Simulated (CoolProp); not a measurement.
Vapour-liquid equilibrium of ethylene (1) + carbon dioxide (2) at 2.62 MPa; x and y are mole fractions of (1).

The numbers come from the multi-fluid Helmholtz-energy mixture model, Smukala 2000 and Span 1996; pair parameters Bell 2016 in CoolProp.

| x | bubble temperature, mixture model (K) | bubble temperature, Raoult's law (K) | y, mixture model | y, Raoult's law |
|---|---|---|---|---|
| 0.05 | 261.0 | 262.4 | 0.083 | 0.061 |
| 0.15 | 258.2 | 261.6 | 0.215 | 0.179 |
| 0.25 | 256.3 | 260.8 | 0.321 | 0.292 |
| 0.35 | 254.9 | 260.0 | 0.411 | 0.401 |
| 0.45 | 254.0 | 259.1 | 0.493 | 0.505 |
| 0.55 | 253.4 | 258.3 | 0.574 | 0.605 |
| 0.65 | 253.1 | 257.5 | 0.657 | 0.700 |
| 0.75 | 253.1 | 256.6 | 0.745 | 0.791 |
| 0.85 | 253.4 | 255.8 | 0.839 | 0.878 |
| 0.95 | 254.1 | 255.0 | 0.944 | 0.960 |

The largest gap from Raoult's law is -5.1 K in bubble temperature, at x = 0.45. y crosses x between x = 0.65 and 0.75: the model has an azeotrope there.

The pair parameters rest on a limited set of measurements; away from them the model extrapolates.
